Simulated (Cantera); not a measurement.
Feed: 1 mol B₂O₃, 6 mol H₂, at 73.5 Torr.

Cantera equilibrium calculation (NASA polynomials, part measured and part estimated; ideal gas, pure solids and liquids). Candidate condensed phases: B, B₂O₃, B₃O₃H₃, H₂O; 23 gas species. Gases not in the tables: H₃BO₃. Kinetics and transport are ignored.

x: gas mole fraction; n: condensed amount in mol.

| T (K) | x H₂ | x B₂O₃ | x HBO₂ | x HBO | x H | x BO | x H₂O | n B₂O₃(l) |
|---|---|---|---|---|---|---|---|---|
| 1050 | 1.000 | 3.33e-10 | 4.74e-7 | 1.07e-6 | 2.59e-8 | 1.71e-12 | 4.38e-6 | 1.000 |
| 1150 | 1.000 | 1.70e-8 | 4.54e-6 | 1.11e-5 | 2.38e-7 | 1.29e-10 | 1.30e-5 | 1.000 |
| 1250 | 1.000 | (withheld) | (withheld) | (withheld) | (withheld) | (withheld) | (withheld) | 1.000 |
| 1350 | 0.999 | 7.17e-6 | 0.000176 | 0.000337 | 7.61e-6 | 8.48e-8 | 0.000101 | 0.998 |
| 1450 | 0.998 | 7.67e-5 | 0.000778 | 0.00122 | 3.02e-5 | 1.03e-6 | 0.000253 | 0.993 |
| 1550 | 0.992 | (withheld) | (withheld) | (withheld) | (withheld) | (withheld) | (withheld) | 0.976 |
| 1650 | 0.976 | 0.00355 | 0.00852 | 0.00963 | 0.000287 | 6.02e-5 | 0.00110 | 0.920 |
| 1750 | 0.933 | 0.0171 | 0.0225 | 0.0219 | 0.000718 | 0.000317 | 0.00198 | 0.739 |
| 1850 | 0.823 | 0.0687 | 0.0523 | 0.0423 | 0.00156 | 0.00135 | 0.00322 | 0.147 |
| 1950 | 0.794 | 0.0773 | 0.0605 | 0.0489 | 0.00326 | 0.00306 | 0.00457 | 0 |
| 2050 | 0.785 | 0.0723 | 0.0633 | 0.0523 | 0.00642 | 0.00592 | 0.00625 | 0 |
| 2150 | 0.773 | 0.0671 | 0.0656 | 0.0547 | 0.0118 | 0.0106 | 0.00835 | 0 |
| 2250 | 0.758 | 0.0614 | 0.0673 | 0.0558 | 0.0206 | 0.0178 | 0.0110 | 0 |

Some entries are withheld; supply them.


- 1250, x B₂O₃: 4.50e-7
- 1250, x HBO₂: 3.18e-5
- 1250, x HBO: 7.32e-5
- 1250, x H: 1.54e-6
- 1250, x BO: 4.48e-9
- 1250, x H₂O: 3.67e-5
- 1550, x B₂O₃: 0.000595
- 1550, x HBO₂: 0.00280
- 1550, x HBO: 0.00368
- 1550, x H: 0.000100
- 1550, x BO: 9.03e-6
- 1550, x H₂O: 0.000556
